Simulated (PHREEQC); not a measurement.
Solution (20 °C): 0.071 mmol/kgw K2CO3 and 0.05 mmol/kgw Fe(NO3)3. Closed to the air; pH follows from the charge balance.

Model: ion-association model, wateq4f.dat, run in PHREEQC.

This is a speciation only: nothing precipitates in the calculation.

Q: Order these Fe species by the share of Fe that they hold, largest first: Fe(OH)3, FeOH+2, Fe(OH)2+.

A: Fe(OH)2+ (82 %), Fe(OH)3 (18 %), FeOH+2 (0.15 %)

The pH is 6.33 and the ionic strength 0.000184 mol/kgw. The solution is supersaturated, for example in Fe(OH)3(a), Hematite (slow to form), so a real one may precipitate; this is no full list. Complexes and solids missing from the database can't appear.
